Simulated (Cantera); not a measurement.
Cantera run:

```python
import numpy as np
import cantera as ct

gas_names = """
    AL ALH ALN AL2 H H2 N NH NH2 NH3 N2 N2H2 N2H4
""".split()
cond_names = """
    AL(cr) AL(L) ALN(s)
""".split()


# ... load() reads the species with a 1 bar reference pressure and builds the phases ...
atoms = {
    'AlN': {'AL': 1, 'N': 1},
    'H2': {'H': 2},
    'N2': {'N': 2},
}
top_T = {'ALN(s)': 2750}  # K; cautious upper limits of use, not melting points


# ... equilibrate(T, P, feed) seeds the gas with the atoms and calls Mixture.equilibrate('TP', solver="vcs", rtol=1e-11, max_steps=5000) ...
results = []
feed = {'AlN': 1, 'H2': 120, 'N2': 11}  # mol
P = 18  # Pa
for T in [875, 975, 1075, 1175, 1275, 1375, 1475, 1575, 1675, 1775, 1875, 1975]:
    mix = equilibrate(T, P, feed)
    results.append((T, P, feed, dict(zip(mix.species_names, mix.species_moles))))

top = {s: max(r[3][s] / sum(r[3][g] for g in gas_names) for r in results) for s in gas_names}
cols = sorted((s for s in top if top[s] > 1e-05), key=lambda s: -top[s])[:7]
seen = [c for c in cond_names if any(r[3].get(c, 0) > 1e-12 for r in results)]
print("log10 of partial pressures in bar; condensed amounts in mol")
print(f"{'T/K':>10s}" + "".join(f"{s[:9]:>10s}" for s in cols + seen))
for T, P, feed, n in results:
    ng = sum(n[g] for g in gas_names)
    print(f"{T:10.4g}" + "".join(f"{np.log10(max(n[s] / ng * P / 1e5, 1e-99)):10.3f}" for s in cols)
          + "".join(f"{n.get(c, 0):10.4g}" for c in seen))
```

It prints:

```
log10 of partial pressures in bar; condensed amounts in mol
       T/K        H2         H        N2        AL       ALH    ALN(s)
       875    -3.783   -12.191    -4.821   -23.752   -23.753         1
       975    -3.783   -10.833    -4.821   -19.810   -20.255         1
      1075    -3.783    -9.725    -4.821   -16.607   -17.415         1
      1175    -3.783    -8.803    -4.821   -13.954   -15.063         1
      1275    -3.783    -8.024    -4.821   -11.722   -13.084         1
      1375    -3.783    -7.357    -4.821    -9.817   -11.397    0.9999
      1475    -3.783    -6.779    -4.821    -8.174    -9.942     0.995
      1575    -3.785    -6.274    -4.819    -6.744    -8.675    0.8667
      1675    -3.792    -5.831    -4.808    -5.872    -7.952         0
      1775    -3.797    -5.437    -4.811    -5.874    -8.085         0
      1875    -3.809    -5.088    -4.816    -5.879    -8.210         0
      1975    -3.832    -4.780    -4.827    -5.889    -8.334         0
```

Method: chemical equilibrium by Gibbs-energy minimisation in Cantera with the NASA 1993 tables (ideal gas, pure condensed phases).
